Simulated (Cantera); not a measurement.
## C₂H₂ + O₂ + H₂ (carbon deposition, reforming and gasification)

Feed: 1 mol C₂H₂, 0.023 mol O₂, 56 mol H₂, held at 22.5 Torr.

Cantera equilibrium calculation (NASA polynomials, part measured and part estimated; ideal gas, pure solids and liquids). Candidate condensed phases: C, C₆H₆, C₇H₈, C₈H₁₈, H₂O; 110 gas species. Rates play no part.

| T (°C) | log p H₂ | log p H | log p C₂H₂ (acetylene) | log p CO | n C(graphite) |
|---|---|---|---|---|---|
| 2100 | -1.56 | -2.64 | -3.77 | -4.63 | 1.28 |
| 2125 | -1.57 | -2.59 | -3.73 | -4.64 | 1.20 |
| 2150 | -1.57 | -2.54 | -3.68 | -4.64 | 1.11 |
| 2175 | -1.58 | -2.49 | -3.64 | -4.64 | 1.02 |
| 2200 | -1.58 | -2.44 | -3.60 | -4.64 | 0.913 |
| 2225 | -1.59 | -2.40 | -3.56 | -4.65 | 0.803 |
| 2250 | -1.60 | -2.35 | -3.52 | -4.65 | 0.683 |
| 2275 | -1.61 | -2.31 | -3.49 | -4.65 | 0.555 |
| 2300 | -1.62 | -2.27 | -3.45 | -4.66 | 0.417 |
| 2325 | -1.62 | -2.23 | -3.42 | -4.66 | 0.269 |
| 2350 | -1.64 | -2.19 | -3.39 | -4.67 | 0.110 |
| 2375 | -1.65 | -2.16 | -3.37 | -4.67 | 0 |
| 2400 | -1.66 | -2.12 | -3.38 | -4.68 | 0 |
| 2425 | -1.67 | -2.08 | -3.39 | -4.68 | 0 |
log p: log10 of the partial pressure in bar; n: condensed amount in mol.

From 2100 °C to 2350 °C the condensed part is C(graphite). From 2375 °C to 2425 °C nothing is condensed. The main C-bearing gas is C₂H₂ (acetylene) throughout.
